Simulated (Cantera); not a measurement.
What does this Cantera script print?

```python
import numpy as np
import cantera as ct

gas_names = [...]  # 118 gases of nasa_gas.yaml made of C, Cl, F, H
cond_names = """
    C(gr) C6H6(L) C7H8(L) C8H18(L),n-octa
""".split()


# ... load() reads the species with a 1 bar reference pressure and builds the phases ...
atoms = {
    'CCl4': {'C': 1, 'CL': 4},
    'F2': {'F': 2},
    'H2': {'H': 2},
}
top_T = {'C(gr)': 4500}  # K; cautious upper limits of use, not melting points


# ... equilibrate(T, P, feed) seeds the gas with the atoms and calls Mixture.equilibrate('TP', solver="vcs", rtol=1e-11, max_steps=5000) ...
results = []
P = 530  # Pa
for T in [2873, 2923, 2973, 3023, 3073, 3123, 3173, 3223, 3273, 3323, 3373, 3423]:
    for m in [0.69, 0.85, 1, 1.3, 1.6, 1.9, 2.4, 2.9, 3.6, 4.4, 5.3]:
        feed = {'CCl4': 1, 'F2': 0.012, 'H2': m}  # mol
        mix = equilibrate(T, P, feed)
        results.append((T, P, feed, dict(zip(mix.species_names, mix.species_moles))))

for T, P, feed, n in results:
    print(f"{T:7g} {feed['H2']:10.4g}  " + (" + ".join(c for c in cond_names if n.get(c, 0) > 1e-12) or "gas only"))
```

Output:

```
   2873       0.69  C(gr)
   2873       0.85  C(gr)
   2873          1  C(gr)
   2873        1.3  C(gr)
   2873        1.6  C(gr)
   2873        1.9  C(gr)
   2873        2.4  C(gr)
   2873        2.9  C(gr)
   2873        3.6  C(gr)
   2873        4.4  C(gr)
   2873        5.3  C(gr)
   2923       0.69  C(gr)
   2923       0.85  C(gr)
   2923          1  C(gr)
   2923        1.3  C(gr)
   2923        1.6  C(gr)
   2923        1.9  C(gr)
   2923        2.4  C(gr)
   2923        2.9  C(gr)
   2923        3.6  gas only
   2923        4.4  gas only
   2923        5.3  gas only
   2973       0.69  C(gr)
   2973       0.85  C(gr)
   2973          1  C(gr)
   2973        1.3  gas only
   2973        1.6  gas only
   2973        1.9  gas only
   2973        2.4  gas only
   2973        2.9  gas only
   2973        3.6  gas only
   2973        4.4  gas only
   2973        5.3  gas only
   3023       0.69  gas only
   3023       0.85  gas only
   3023          1  gas only
   3023        1.3  gas only
   3023        1.6  gas only
   3023        1.9  gas only
   3023        2.4  gas only
   3023        2.9  gas only
   3023        3.6  gas only
   3023        4.4  gas only
   3023        5.3  gas only
   3073       0.69  gas only
   3073       0.85  gas only
   3073          1  gas only
   3073        1.3  gas only
   3073        1.6  gas only
   3073        1.9  gas only
   3073        2.4  gas only
   3073        2.9  gas only
   3073        3.6  gas only
   3073        4.4  gas only
   3073        5.3  gas only
   3123       0.69  gas only
   3123       0.85  gas only
   3123          1  gas only
   3123        1.3  gas only
   3123        1.6  gas only
   3123        1.9  gas only
   3123        2.4  gas only
   3123        2.9  gas only
   3123        3.6  gas only
   3123        4.4  gas only
   3123        5.3  gas only
   3173       0.69  gas only
   3173       0.85  gas only
   3173          1  gas only
   3173        1.3  gas only
   3173        1.6  gas only
   3173        1.9  gas only
   3173        2.4  gas only
   3173        2.9  gas only
   3173        3.6  gas only
   3173        4.4  gas only
   3173        5.3  gas only
   3223       0.69  gas only
   3223       0.85  gas only
   3223          1  gas only
   3223        1.3  gas only
   3223        1.6  gas only
   3223        1.9  gas only
   3223        2.4  gas only
   3223        2.9  gas only
   3223        3.6  gas only
   3223        4.4  gas only
   3223        5.3  gas only
   3273       0.69  gas only
   3273       0.85  gas only
   3273          1  gas only
   3273        1.3  gas only
   3273        1.6  gas only
   3273        1.9  gas only
   3273        2.4  gas only
   3273        2.9  gas only
   3273        3.6  gas only
   3273        4.4  gas only
   3273        5.3  gas only
   3323       0.69  gas only
   3323       0.85  gas only
   3323          1  gas only
   3323        1.3  gas only
   3323        1.6  gas only
   3323        1.9  gas only
   3323        2.4  gas only
   3323        2.9  gas only
   3323        3.6  gas only
   3323        4.4  gas only
   3323        5.3  gas only
   3373       0.69  gas only
   3373       0.85  gas only
   3373          1  gas only
   3373        1.3  gas only
   3373        1.6  gas only
   3373        1.9  gas only
   3373        2.4  gas only
   3373        2.9  gas only
   3373        3.6  gas only
   3373        4.4  gas only
   3373        5.3  gas only
   3423       0.69  gas only
   3423       0.85  gas only
   3423          1  gas only
   3423        1.3  gas only
   3423        1.6  gas only
   3423        1.9  gas only
   3423        2.4  gas only
   3423        2.9  gas only
   3423        3.6  gas only
   3423        4.4  gas only
   3423        5.3  gas only
```

Method: chemical equilibrium by Gibbs-energy minimisation in Cantera with the NASA 1993 tables (ideal gas, pure condensed phases).
